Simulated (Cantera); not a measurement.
Input: 1 mol SiC, 2.6 mol O₂, 390 mol H₂, equilibrated at 2050 K and 45.0 Pa.

Cantera equilibrium calculation (NASA polynomials, part measured and part estimated; ideal gas, pure solids and liquids). Candidate condensed phases: C, C₆H₆, C₇H₈, C₈H₁₈, H₂O, Si, SiC, SiO₂; 123 gas species. Kinetics and transport are ignored.

Problem. What is the equilibrium state?

Solution. 
| Item | Value |
|---|---|
| x(H₂) | 0.887 |
| x(H) | 0.101 |
| x(H₂O) | 0.00764 |
| x(SiO) | 0.00242 |
| x(CO) | 0.00242 |
| x(OH) | 9.49e-5 |
| x(O) | 7.78e-6 |
| x(CO₂) | 4.38e-6 |
| gas amount | 412.8 mol |
| log10 activity of Si(l) (absent) | -7.11 |
| log10 activity of C(graphite) (absent) | -7.91 |
